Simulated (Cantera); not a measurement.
Cantera run:

```python
import numpy as np
import cantera as ct

gas_names = """
    AL ALI ALI3 AL2 AL2I6 I I2
""".split()
cond_names = """
    AL(cr) AL(L) ALI3(s) ALI3(L) I2(cr) I2(L)
""".split()


def load(file, names, dense=False):
    # The tables refer to 1 bar. Condensed volumes are neglected.
    table = {s.name: s for s in ct.Species.list_from_file(file)}
    out = []
    for n in names:
        d = dict(table[n].input_data)
        d["thermo"] = dict(d["thermo"], **{"reference-pressure": 1e5})
        if dense:
            d["equation-of-state"] = {"model": "constant-volume", "density": "1e6 g/cm^3"}
        out.append(ct.Species.from_dict(d))
    return out


gas = ct.Solution(thermo="ideal-gas", species=load("nasa_gas.yaml", gas_names))
cond = {s.name: ct.Solution(thermo="fixed-stoichiometry", species=[s], name=s.name)
        for s in load("nasa_condensed.yaml", cond_names, dense=True)}
atoms = {
    'Al': {'AL': 1},
    'I2': {'I': 2},
}
top_T = {}  # K; cautious upper limits of use, not melting points


def equilibrate(T, P, feed):
    n = {}
    for name, mol in feed.items():
        for a, k in atoms[name].items():
            n[a] = n.get(a, 0.0) + k * mol
    gas.TPX = T, P, n
    mass = sum(n.values()) * gas.mean_molecular_weight
    gas.equilibrate("TP")
    valid = [c for c in cond.values() if c.min_temp <= T <= top_T.get(c.name, c.max_temp)]
    mix = ct.Mixture([(gas, mass / gas.mean_molecular_weight)] + [(c, 0.0) for c in valid])
    mix.T, mix.P = T, P
    mix.equilibrate("TP", solver="vcs", rtol=1e-11, max_steps=5000)
    return mix


results = []
feed = {'Al': 1, 'I2': 0.54}  # mol
P = 13332.2  # Pa
for T in [1323, 1348, 1373, 1398, 1423, 1448, 1473, 1498]:
    mix = equilibrate(T, P, feed)
    results.append((T, P, feed, dict(zip(mix.species_names, mix.species_moles))))
    x = sorted(zip(gas.X, gas.species_names), reverse=True)
    print(f"T = {T:g} K  P = {P:g} Pa  gas = {mix.phase_moles(0):.4g} mol")
    print("   x: " + "  ".join(f"{s} {v:.3e}" for v, s in x if v > 1e-05))
    print("   condensed (mol): " + ("  ".join(f"{mix.phase(i).name} {mix.phase_moles(i):.4g}"
          for i in range(1, mix.n_phases) if mix.phase_moles(i) > 1e-12) or "none"))
```

Output:

```
T = 1323 K  P = 13332.2 Pa  gas = 0.9716 mol
   x: ALI 9.432e-01  ALI3 5.580e-02  I 1.033e-03
   condensed (mol): AL(L) 0.02943
T = 1348 K  P = 13332.2 Pa  gas = 1.001 mol
   x: ALI 9.594e-01  ALI3 3.931e-02  I 1.281e-03
   condensed (mol): none
T = 1373 K  P = 13332.2 Pa  gas = 1.002 mol
   x: ALI 9.591e-01  ALI3 3.899e-02  I 1.872e-03
   condensed (mol): none
T = 1398 K  P = 13332.2 Pa  gas = 1.003 mol
   x: ALI 9.587e-01  ALI3 3.855e-02  I 2.694e-03
   condensed (mol): none
T = 1423 K  P = 13332.2 Pa  gas = 1.004 mol
   x: ALI 9.582e-01  ALI3 3.794e-02  I 3.819e-03  AL 1.073e-05
   condensed (mol): none
T = 1448 K  P = 13332.2 Pa  gas = 1.005 mol
   x: ALI 9.575e-01  ALI3 3.712e-02  I 5.332e-03  AL 1.324e-05
   condensed (mol): none
T = 1473 K  P = 13332.2 Pa  gas = 1.007 mol
   x: ALI 9.566e-01  ALI3 3.604e-02  I 7.330e-03  AL 1.629e-05
   condensed (mol): none
T = 1498 K  P = 13332.2 Pa  gas = 1.01 mol
   x: ALI 9.554e-01  ALI3 3.465e-02  I 9.916e-03  AL 2.001e-05
   condensed (mol): none
```

These are equilibrium values from Cantera (NASA tables, ideal gas, pure condensed phases), not measurements of a reactor.
